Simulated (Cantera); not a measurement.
A perfectly stirred reactor is fed with 1.79 % CH4, 98.2 % N2, at 20.0 Torr; it is held at 2000 K, and followed from long to short residence time.

Computed with Cantera and GRI-Mech 3.0 (53 species, 325 reactions). GRI-Mech 3.0 stops at C3 and has no aromatics, soot or wall deposition, so with more carbon than oxygen in the feed, carbon stays in small species such as C2H2 where larger ones or solid carbon would form. Radical loss at walls, strong at low pressure, is not modelled.

One state of this run: x CH4 = 0.00215; x HCN = 0.000135; x C2H = 1.66e-6; x CH3 = 0.000463; x CH2 = 5.41e-6; x H2 = 0.0225; x H = 0.000271. x: mole fraction; the columns are a selection and need not sum to one.

### Question
Which value of τ (s) does it belong to?
(A) 0.0013
(B) 0.14
(C) 0.014
(D) 0.44

### Answer
B, 0.14
